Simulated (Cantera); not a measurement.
# Adiabatic ignition

An adiabatic, constant-volume homogeneous reactor starts with C₃H₈ : O₂ : N₂ = 1 : 9.43 : 72.6 (molar parts), equivalence ratio 0.53, at 1473 K and 7500 Torr.

Cantera simulation using GRI-Mech 3.0 (53 species, 325 reactions); the numbers are that mechanism's predictions, not measurements. GRI-Mech 3.0 was tuned for natural gas; its chemistry of propane as a main component is partial and can be far from experiment.

```
t (s)     T (K)  P (bar)   x C₃H₈    x O₂     x CH₄     x HO₂     x CO₂
--------  -----  -------  -------  ------  --------  --------  --------
1.00e-5    1472     10.0   0.0106   0.113  0.000103   3.90e-5   8.31e-6
3.16e-5    1523     10.5  0.00350   0.105  0.000925  0.000315  0.000176
0.000100   2301     15.8   <1e-12  0.0524    <1e-12   4.00e-6    0.0351
0.000316   2302     15.8   <1e-12  0.0523    <1e-12   3.92e-6    0.0352
0.00100    2301     15.8   <1e-12  0.0522    <1e-12   3.91e-6    0.0352
0.00316    2299     15.8   <1e-12  0.0518    <1e-12   3.86e-6    0.0352
0.0100     2294     15.8   <1e-12  0.0509    <1e-12   3.75e-6    0.0352
0.0316     2285     15.7   <1e-12  0.0494    <1e-12   3.57e-6    0.0352
0.100      2281     15.7   <1e-12  0.0486    <1e-12   3.48e-6    0.0353
0.316      2281     15.7   <1e-12  0.0486    <1e-12   3.47e-6    0.0353
1.00       2281     15.7   <1e-12  0.0486    <1e-12   3.47e-6    0.0353
```
x: mole fraction; the columns are a selection and need not sum to one.

* **time of steepest temperature rise**: 37.1 µs
* **temperature at 1.00 s**: 2281 K
* **equilibrium temperature**: 2281 K
* **x(C₃H₈) at 1.00 s**: <1e-12 (gas-phase equilibrium <1e-12)
* **x(O₂) at 1.00 s**: 0.0486 (gas-phase equilibrium 0.0486)
* **x(CH₄) at 1.00 s**: <1e-12 (gas-phase equilibrium <1e-12)
